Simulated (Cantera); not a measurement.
## Hydrocarbon pyrolysis for carbon deposition

An isothermal, constant-pressure homogeneous reactor starts with C2H4 : H2 = 8.7 : 97 (molar parts), at 1625 K and 0.000888 atm.

Computed with Cantera and GRI-Mech 3.0 (53 species, 325 reactions). GRI-Mech 3.0 was tuned for natural gas; its chemistry of ethylene as a main component is partial and can be far from experiment. GRI-Mech 3.0 stops at C3 and has no aromatics, soot or wall deposition, so with more carbon than oxygen in the feed, carbon stays in small species such as C2H2 where larger ones or solid carbon would form. Radical loss at walls, strong at low pressure, is not modelled.

```
t (s)      x C2H4   x H2       x H    x C2H6     x CH3     x CH4     x C2H
--------  -------  -----  --------  --------  --------  --------  --------
2.00e-5    0.0823  0.918  8.98e-10    <1e-12    <1e-12    <1e-12    <1e-12
9.46e-5    0.0823  0.918   4.75e-9  6.41e-12    <1e-12    <1e-12    <1e-12
0.000447   0.0823  0.918   2.67e-8  1.06e-10  1.94e-12    <1e-12    <1e-12
0.00211    0.0821  0.918   1.36e-7  9.15e-10  5.85e-11  4.86e-11    <1e-12
0.0100     0.0815  0.918   6.57e-7   4.05e-9  4.24e-10   2.29e-9  2.13e-12
0.0473     0.0784  0.918   3.14e-6   9.11e-9   1.13e-9   3.88e-8  4.77e-11
0.224      0.0645  0.919   1.41e-5   1.08e-8   1.95e-9   3.54e-7  9.67e-10
1.06       0.0219  0.922   4.07e-5   5.81e-9   3.22e-9   2.08e-6   9.44e-9
5.00      1.52e-5  0.924  0.000243  1.14e-11   1.83e-8   3.43e-6   7.67e-8
```
x: mole fraction; the columns are a selection and need not sum to one.

Equilibrium at this temperature and pressure: C2H4 5.60e-6, H2 0.922, H 0.00227, C2H6 1.67e-11, CH3 2.69e-6, CH4 5.36e-5, C2H 7.18e-7 (gas phase only).
